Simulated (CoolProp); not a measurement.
A single-stage vapour-compression cycle with R507A: evaporating at 243.15 K (dew point), condensing at 296.15 K (bubble point), superheat 2 K, subcooling 2 K, compressor efficiency 0.85, no pressure losses. Each further row changes one setting.

Model: reference Helmholtz-energy equation of state, Lemmon 2003, in CoolProp. It is a pseudo-pure fit of the blend.

```json
[
 {"case": "as stated", "cooling COP": "2.87", "pressure ratio": "5.72", "discharge temperature (K)": "310.5", "refrigerating effect (kJ/kg)": "117", "volumetric capacity (kJ/m³)": "1310"},
 {"case": "evaporating temperature 248.15 K", "cooling COP": "3.33", "pressure ratio": "4.68", "discharge temperature (K)": "308.9", "refrigerating effect (kJ/kg)": "120", "volumetric capacity (kJ/m³)": "1620"},
 {"case": "condensing temperature 291.15 K", "cooling COP": "3.32", "pressure ratio": "4.99", "discharge temperature (K)": "304.8", "refrigerating effect (kJ/kg)": "125", "volumetric capacity (kJ/m³)": "1390"},
 {"case": "subcooling 7 K", "cooling COP": "3.06", "pressure ratio": "5.72", "discharge temperature (K)": "310.5", "refrigerating effect (kJ/kg)": "125", "volumetric capacity (kJ/m³)": "1390"},
 {"case": "superheat 12 K", "cooling COP": "2.91", "pressure ratio": "5.72", "discharge temperature (K)": "320.5", "refrigerating effect (kJ/kg)": "126", "volumetric capacity (kJ/m³)": "1330"},
 {"case": "compressor efficiency 0.75", "cooling COP": "2.54", "pressure ratio": "5.72", "discharge temperature (K)": "315.5", "refrigerating effect (kJ/kg)": "117", "volumetric capacity (kJ/m³)": "1310"}
]
```
